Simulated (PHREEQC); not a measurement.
**Metal-bearing waste water (model solution)**

Dissolve 21 mmol/kgw FeSO4, 150 mmol/kgw CaCl2 and 0.16 mmol/kgw NaH2PO4 at 25 °C. Closed to the air; pH follows from the charge balance.

Equilibrium calculation in PHREEQC: ion-association model, wateq4f.dat.

Each row changes one thing in this solution. This is a speciation only: nothing precipitates in the calculation.

| case | pH | ionic strength (mol/kgw) | Fe+2 (mol/kgw) | SO4-2 (mol/kgw) | FeSO4 (mol/kgw) | HSO4- (mol/kgw) | SI of Melanterite (FeSO4:7H2O) |
|---|---|---|---|---|---|---|---|
| as made | 5.22 | 0.480 | 0.0179 | 0.00838 | 0.00126 | 1.54e-6 | -2.92 |
| temperature from 25 to 80 °C | 5.11 | 0.477 | 0.0175 | 0.00752 | 0.00193 | 6.48e-6 | -3.57 |
| NaH2PO4 from 0.00016 to 3.2e-05 mol/kgw | 5.55 | 0.480 | 0.0180 | 0.00838 | 0.00126 | 7.14e-7 | -2.92 |
| CaCl2 from 0.15 to 0.3 mol/kgw | 5.20 | 0.923 | 0.0175 | 0.00723 | 0.000610 | 1.13e-6 | -3.21 |
| temperature from 25 to 30 °C | 5.21 | 0.479 | 0.0179 | 0.00825 | 0.00133 | 1.71e-6 | -2.99 |
| NaH2PO4 left out | 5.95 | 0.480 | 0.0180 | 0.00838 | 0.00127 | 2.85e-7 | -2.92 |
| CaCl2 left out | 5.29 | 0.0556 | 0.0138 | 0.0139 | 0.00708 | 3.83e-6 | -2.19 |
| CaCl2 from 0.15 to 0.225 mol/kgw | 5.21 | 0.701 | 0.0177 | 0.00773 | 0.000842 | 1.30e-6 | -3.08 |

The ionic strength passes 0.7 mol/kgw, the rough limit of the ion-association models, in CaCl2 from 0.15 to 0.3 mol/kgw; CaCl2 from 0.15 to 0.225 mol/kgw. Complexes and solids missing from the database can't appear. Some of these states are supersaturated (in Vivianite, Gypsum, Hydroxyapatite, for instance). H3PO4, which wateq4f.dat lacks, is added to it with the constant of phreeqc.dat. Constants without temperature data keep their 25 °C values here.
